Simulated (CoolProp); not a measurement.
Properties of n-decane at several states (Tc = 617.7 K, pc = 2101 kPa, ω = 0.488).

The numbers come from the reference Helmholtz-energy equation of state, Lemmon 2006 in CoolProp. It is a short technical equation, of lower accuracy than the large ones.

```json
[
 {"T (K)": "408.8", "p (kPa)": "126", "phase": "liquid", "density (kg/m³)": "638.0", "cv (kJ/(kg K))": "[?]"},
 {"T (K)": "291.5", "p (kPa)": "158", "phase": "liquid", "density (kg/m³)": "[?]", "cv (kJ/(kg K))": "[?]"},
 {"T (K)": "298.7", "p (kPa)": "581", "phase": "liquid", "density (kg/m³)": "726.5", "cv (kJ/(kg K))": "1.776"}
]
```

Task: Fill in the missing entries.

Result: 
- 408.8, cv (kJ/(kg K)): 2.220
- 291.5, density (kg/m³): 731.7
- 291.5, cv (kJ/(kg K)): 1.747
